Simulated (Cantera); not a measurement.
Charge: 1 mol BN, 40 mol Cl2, 33 mol N2, at 7.60 mbar.

Equilibrium computed with Cantera from the NASA thermochemical tables; the gas is ideal and each condensed phase is pure. Candidate condensed phases: B, BN; 10 gas species. The tables' values for BCl2 are old estimates; treat these amounts as uncertain. Equilibrium is a limit: real reactors are often held back by kinetics, nucleation or transport. All values below are at 1873 K.

Base state: Cl 0.668, N2 0.306, Cl2 0.0175, BCl3 0.00907, BCl2 4.90e-5 (mole fractions); condensed: gas only.

What changes in the equilibrium state with this change: pressure from 7.60 mbar to 1.00 bar?


```json
[
 {"species": "N2", "before": "0.306", "after": "0.401"},
 {"species": "Cl2", "before": "0.0175", "after": "0.334"},
 {"species": "Cl", "before": "0.668", "after": "0.254"},
 {"species": "BCl3", "before": "0.00907", "after": "0.0120"},
 {"species": "BCl2", "before": "4.90e-5", "after": "1.29e-6"}
]
```
